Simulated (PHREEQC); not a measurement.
Solution (25 °C): 0.053 mol NH4HF2, 6.8e-05 mol (NH4)2SiF6, 0.00027 mol H3BO3 and 0.003 mol H2SO4 per kg of water. Closed to the air; pH follows from the charge balance.

The numbers come from PHREEQC with the ion-association model, phreeqc.dat.

No solid was allowed to form.

### Question
Order these F species by the share of F that they hold, largest first: HF, BF4-, F-, SiF6-2, HF2-.

### Answer
HF (46 %), F- (38 %), HF2- (14 %), BF4- (1.0 %), SiF6-2 (0.38 %)

### Question
Order these S species by the share of S that they hold, largest first: HSO4-, NH4SO4-, SO4-2.

### Answer
SO4-2 (74 %), NH4SO4- (22 %), HSO4- (4.0 %)

The pH is 2.99 and the ionic strength 0.0560 mol/kgw. Species that the database lacks are ignored. SiF6-2 is the database's only silicon fluoride. Real BF4- forms and hydrolyses slowly; the run takes it at equilibrium.
